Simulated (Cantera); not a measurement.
## Hydrocarbon pyrolysis for carbon deposition

A perfectly stirred reactor is fed with 0.151 % CH₄, 99.8 % N₂, at 0.0263 atm; it is held at 1600 K, and followed from long to short residence time.

Detailed kinetics in Cantera: GRI-Mech 3.0 (53 species, 325 reactions). GRI-Mech 3.0 stops at C3 and has no aromatics, soot or wall deposition, so with more carbon than oxygen in the feed, carbon stays in small species such as C2H2 where larger ones or solid carbon would form. Radical loss at walls, strong at low pressure, is not modelled.

| τ (s) | x CH₄ | x C₂H₄ | x HCN | x CH₂ | x C₂H₆ | x C₂H |
|---|---|---|---|---|---|---|
| 0.47 | 0.00126 | 2.39e-5 | 6.73e-8 | 4.68e-8 | 2.02e-7 | 9.23e-10 |
| 0.28 | 0.00140 | 1.41e-5 | 1.27e-8 | 2.98e-8 | 1.35e-7 | 3.62e-10 |
| 0.17 | 0.00146 | 5.71e-6 | 2.06e-9 | 1.58e-8 | 6.66e-8 | 1.16e-10 |
| 0.10 | 0.00149 | 1.64e-6 | 3.36e-10 | 6.99e-9 | 2.55e-8 | 2.82e-11 |
| 0.061 | 0.00150 | 4.47e-7 | 7.74e-11 | 3.12e-9 | 9.62e-9 | 5.64e-12 |
| 0.036 | 0.00151 | 1.03e-7 | 1.85e-11 | 1.31e-9 | 3.26e-9 | <1e-12 |
| 0.022 | 0.00151 | 2.49e-8 | 4.98e-12 | 5.85e-10 | 1.15e-9 | <1e-12 |
| 0.013 | 0.00151 | 5.26e-9 | 1.24e-12 | 2.47e-10 | 3.62e-10 | <1e-12 |
| 0.0078 | 0.00151 | 1.12e-9 | <1e-12 | 1.06e-10 | 1.11e-10 | <1e-12 |
x: mole fraction; the columns are a selection and need not sum to one.
